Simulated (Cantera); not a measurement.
Pyrogenic steam for wet oxidation

An isothermal, constant-pressure homogeneous reactor starts with 17.7 % H2, 43.1 % O2, 39.2 % N2, at 1350 K and 1.00 bar.

Cantera simulation using GRI-Mech 3.0 (53 species, 325 reactions); the numbers are that mechanism's predictions, not measurements. The temperature is held fixed by assumption; the heat of reaction is taken as removed at once.

```tsv
t (s)	x H2	x O2	x NO	x OH	x H2O
4.00e-5	0.00171	0.373	3.88e-6	0.00313	0.189
0.000119	0.000156	0.375	3.85e-6	0.000859	0.193
0.000356	1.65e-5	0.376	3.84e-6	0.000337	0.194
0.00106	2.18e-6	0.376	3.85e-6	0.000156	0.194
0.00317	4.63e-7	0.376	3.88e-6	8.06e-5	0.194
0.00948	1.41e-7	0.376	3.89e-6	4.57e-5	0.194
0.0283	7.19e-8	0.376	3.88e-6	3.16e-5	0.194
0.0844	6.50e-8	0.376	3.88e-6	2.96e-5	0.194
0.252	6.50e-8	0.376	3.88e-6	2.96e-5	0.194
0.752	6.50e-8	0.376	3.88e-6	2.96e-5	0.194
2.24	6.50e-8	0.376	3.88e-6	2.96e-5	0.194
6.70	6.50e-8	0.376	3.89e-6	2.96e-5	0.194
20.0	6.50e-8	0.376	3.90e-6	2.96e-5	0.194
```
x: mole fraction; the columns are a selection and need not sum to one.

Equilibrium at this temperature and pressure: H2 6.50e-8, O2 0.376, NO 0.000538, OH 2.96e-5, H2O 0.194 (gas phase only).
